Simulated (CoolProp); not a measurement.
A Linde-Hampson liquefier for ethane: isothermal reversible compression at 320 K from 1 atm to 40 MPa, throttling to 1 atm, return gas leaving the recuperator 2 K below the feed. Each further row changes one setting.

Values from CoolProp's reference Helmholtz-energy equation of state, Bücker 2006.

| case | liquid yield per pass | compression work (kJ/kg of gas) |
|---|---|---|
| as stated | … | 414 |
| high pressure 80 MPa | … | … |
| warm-end temperature 350 K | … | … |
| warm-end gap 7 K | … | 414 |

### Question
What belongs in the gaps?

### Answer

- as stated, liquid yield per pass: 0.458
- high pressure 80 MPa, liquid yield per pass: 0.407
- high pressure 80 MPa, compression work (kJ/kg of gas): 499
- warm-end temperature 350 K, liquid yield per pass: 0.389
- warm-end temperature 350 K, compression work (kJ/kg of gas): 482
- warm-end gap 7 K, liquid yield per pass: 0.451
